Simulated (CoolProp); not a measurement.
A Linde-Hampson liquefier for ethane: isothermal reversible compression at 320 K from 1 atm to 40 MPa, throttling to 1 atm, return gas leaving the recuperator 5 K below the feed. Each further row changes one setting.

Computed with CoolProp (reference Helmholtz-energy equation of state, Bücker 2006).

| case | liquid yield per pass | compression work (kJ/kg of gas) |
|---|---|---|
| as stated | 0.454 | 414 |
| high pressure 80 MPa | 0.402 | 499 |
| warm-end temperature 350 K | 0.384 | 482 |
| warm-end gap 10 K | 0.446 | 414 |
